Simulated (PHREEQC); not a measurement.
Consider water at 25 °C with 95 mmol/kgw KH2PO4 and 39 mmol/kgw H2SO4. Closed to the air; pH follows from the charge balance.

Model: ion-association model, phreeqc.dat, run in PHREEQC.

Precipitation was switched off in this run.

Q: Order these S species by the share of S that they hold, largest first: KSO4-, HSO4-, SO4-2.

A: SO4-2 (59 %), HSO4- (29 %), KSO4- (12 %)

The pH is 1.95 and the ionic strength 0.127 mol/kgw.
